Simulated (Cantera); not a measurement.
# Premixed flame

A freely propagating, adiabatic, planar premixed flame of CH₄ : O₂ : N₂ = 1 : 2.35 : 8.85 (molar parts), unburnt at 700 K and 1.00 atm; mixture-averaged transport, grid criteria slope 0.08 and curve 0.16, no radiation.

Model: GRI-Mech 3.0 (53 species, 325 reactions), integrated in Cantera. Burning velocities carry a grid error of a few per cent, more on coarse grids.

```json
[
 {"z (mm)": "-0.955", "T (K)": "700", "u (m/s)": "1.64", "x CH₄": "0.0819", "x O₂": "0.192", "x C₂H₄": "1.33e-8", "x N₂O": "<1e-8", "x OH": "<1e-8", "x C₂H₆": "4.87e-8"},
 {"z (mm)": "-0.636", "T (K)": "702", "u (m/s)": "1.64", "x CH₄": "0.0816", "x O₂": "0.192", "x C₂H₄": "2.11e-7", "x N₂O": "<1e-8", "x OH": "<1e-8", "x C₂H₆": "8.82e-7"},
 {"z (mm)": "-0.477", "T (K)": "707", "u (m/s)": "1.66", "x CH₄": "0.0811", "x O₂": "0.191", "x C₂H₄": "1.22e-6", "x N₂O": "<1e-8", "x OH": "5.02e-8", "x C₂H₆": "5.43e-6"},
 {"z (mm)": "-0.318", "T (K)": "745", "u (m/s)": "1.75", "x CH₄": "0.0781", "x O₂": "0.188", "x C₂H₄": "1.19e-5", "x N₂O": "<1e-8", "x OH": "1.71e-6", "x C₂H₆": "5.65e-5"},
 {"z (mm)": "-0.159", "T (K)": "1031", "u (m/s)": "2.46", "x CH₄": "0.0586", "x O₂": "0.164", "x C₂H₄": "0.000164", "x N₂O": "<1e-8", "x OH": "6.07e-5", "x C₂H₆": "0.000663"},
 {"z (mm)": "-0.0796", "T (K)": "1389", "u (m/s)": "3.34", "x CH₄": "0.0335", "x O₂": "0.129", "x C₂H₄": "0.000379", "x N₂O": "2.64e-8", "x OH": "0.000502", "x C₂H₆": "0.000742"},
 {"z (mm)": "0", "T (K)": "1749", "u (m/s)": "4.24", "x CH₄": "0.00863", "x O₂": "0.0846", "x C₂H₄": "0.000238", "x N₂O": "6.63e-8", "x OH": "0.00300", "x C₂H₆": "8.09e-5"},
 {"z (mm)": "0.0796", "T (K)": "1905", "u (m/s)": "4.62", "x CH₄": "0.000748", "x O₂": "0.0577", "x C₂H₄": "1.50e-5", "x N₂O": "1.20e-7", "x OH": "0.00746", "x C₂H₆": "4.69e-7"},
 {"z (mm)": "0.159", "T (K)": "1950", "u (m/s)": "4.72", "x CH₄": "3.44e-5", "x O₂": "0.0478", "x C₂H₄": "2.62e-7", "x N₂O": "1.59e-7", "x OH": "0.00976", "x C₂H₆": "<1e-8"},
 {"z (mm)": "0.318", "T (K)": "2004", "u (m/s)": "4.82", "x CH₄": "9.53e-8", "x O₂": "0.0421", "x C₂H₄": "<1e-8", "x N₂O": "1.81e-7", "x OH": "0.0108", "x C₂H₆": "<1e-8"},
 {"z (mm)": "0.636", "T (K)": "2074", "u (m/s)": "4.96", "x CH₄": "<1e-8", "x O₂": "0.0388", "x C₂H₄": "<1e-8", "x N₂O": "1.92e-7", "x OH": "0.0108", "x C₂H₆": "<1e-8"},
 {"z (mm)": "1.27", "T (K)": "2154", "u (m/s)": "5.12", "x CH₄": "<1e-8", "x O₂": "0.0362", "x C₂H₄": "<1e-8", "x N₂O": "2.18e-7", "x OH": "0.0101", "x C₂H₆": "<1e-8"},
 {"z (mm)": "2.55", "T (K)": "2230", "u (m/s)": "5.28", "x CH₄": "<1e-8", "x O₂": "0.0337", "x C₂H₄": "<1e-8", "x N₂O": "2.54e-7", "x OH": "0.00871", "x C₂H₆": "<1e-8"}
]
```
x: mole fraction of selected species; z is measured from the peak of heat release.

```json
{
  "laminar_burning_velocity": "163 cm/s",
  "thermal_thickness": "0.318 mm",
  "peak x(C₂H₄)": "0.000406",
  "peak x(OH)": "0.0109",
  "peak x(C₂H₆)": "0.000864",
  "grid_points": "149"
}
```
